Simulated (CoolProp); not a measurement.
Vapour-liquid equilibrium of cyclohexane (1) + o-xylene (2) at 422.2 K; x and y are mole fractions of (1).

Model: multi-fluid Helmholtz-energy mixture model, Zhou 2014 and Zhou 2012; pair parameters Bell 2016, in CoolProp.

| x | bubble pressure (MPa) | y at the bubble point | dew pressure at overall composition x (MPa) | liquid density (mol/L) |
|---|---|---|---|---|
| 0.05 | 0.1427 | 0.228 | 0.1197 | 7.226 |
| 0.125 | 0.1832 | 0.435 | 0.1285 | 7.257 |
| 0.2 | 0.2214 | 0.563 | 0.1386 | 7.288 |
| 0.275 | 0.2572 | 0.651 | 0.1504 | 7.318 |
| 0.35 | 0.2909 | 0.716 | 0.1642 | 7.349 |
| 0.425 | 0.3227 | 0.766 | 0.1808 | 7.380 |
| 0.5 | 0.3529 | 0.807 | 0.2008 | 7.412 |
| 0.575 | 0.3820 | 0.842 | 0.2256 | 7.445 |
| 0.65 | 0.4102 | 0.873 | 0.2567 | 7.478 |
| 0.725 | 0.4380 | 0.902 | 0.2963 | 7.514 |
| 0.8 | 0.4658 | 0.929 | 0.3473 | 7.551 |
| 0.875 | 0.4940 | 0.955 | 0.4117 | 7.590 |
| 0.95 | 0.5228 | 0.982 | 0.4882 | 7.633 |

No azeotrope shows between x = 0.05 and 0.95.

Pair parameters are fitted to limited data, so mixtures are less certain than the pure fluids.
